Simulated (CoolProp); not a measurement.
Propylene along the isotherm 50.65 °C: fugacity coefficient from the reference equation and from simpler models built on Tc = 91.1 °C, pc = 4.555 MPa, ω = 0.146; each cubic takes its own stable root.

Computed with CoolProp (reference Helmholtz-energy equation of state, Lemmon 2013).

| p (MPa) | phase | reference | Soave-Redlich-Kwong | Peng-Robinson |
|---|---|---|---|---|
| 0.036 | gas | 0.9961 | 0.9961 | 0.9958 |
| 0.0683 | gas | 0.9926 | 0.9927 | 0.9921 |
| 0.129 | gas | 0.9860 | 0.9862 | 0.9850 |
| 0.245 | gas | 0.9735 | 0.9739 | 0.9716 |
| 0.465 | gas | 0.9498 | 0.9505 | … |
| 0.882 | gas | 0.9050 | 0.9066 | 0.8992 |
| 1.67 | gas | 0.8203 | 0.8239 | 0.8114 |
| 3.17 | liquid | 0.5283 | … | … |
| 6.01 | liquid | 0.3062 | 0.3159 | 0.3029 |
| 11.4 | liquid | … | 0.2010 | … |

What belongs in the gaps?


- 0.465, Peng-Robinson: 0.9464
- 3.17, Soave-Redlich-Kwong: 0.5391
- 3.17, Peng-Robinson: 0.5231
- 11.4, reference: 0.1919
- 11.4, Peng-Robinson: 0.1887
